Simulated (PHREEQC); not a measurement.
Synthetic water in mg/kgw, 35 °C, pH 7.46: Na 2250; K 540; Ca 271; Mg 75; Cl 3930; S(6) as SO4 927; Alkalinity as HCO3 2.78; Br 18.7.

Valence states are taken as typed.

The numbers come from PHREEQC with the Pitzer model, pitzer.dat.

```tsv
quantity	before	after
HCO3- (mol/kgw)	4.41e-5	4.60e-5
CO2 (mol/kgw)	2.42e-6	2.53e-5
CO3-2 (mol/kgw)	2.18e-7	2.27e-8
MgOH+ (mol/kgw)	1.15e-7	1.15e-8
MgCO3 (mol/kgw)	5.28e-8	5.51e-9
HSO4- (mol/kgw)	1.33e-8	1.33e-7
SI of Gypsum (CaSO4:2H2O)	-0.75	-0.75
```

Problem. Name the change that produced these shifts.
A. Na from 2250 to 1120 mg/kgw
B. all concentrations times 4 at the same typed pH
C. pH from 7.46 to 6.46 at the same alkalinity

Solution. C, pH from 7.46 to 6.46 at the same alkalinity

Precipitation was switched off in this run.
